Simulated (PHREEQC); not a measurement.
Dissolve 0.014 mol/kgw HF, 0.19 mol/kgw Na2HPO4 and 5.9e-05 mol/kgw KCl at 20 °C. Closed to the air; pH follows from the charge balance.

Model: ion-association model, wateq4f.dat, run in PHREEQC.

No solid was allowed to form.

Problem. Order these P species by the share of P that they hold, largest first: H2PO4-, HPO4-2, NaHPO4-.

Solution. HPO4-2 (80 %), NaHPO4- (12 %), H2PO4- (7.4 %)

The pH is 7.75 and the ionic strength 0.508 mol/kgw. H3PO4, which wateq4f.dat lacks, is added to it with the constant of phreeqc.dat.
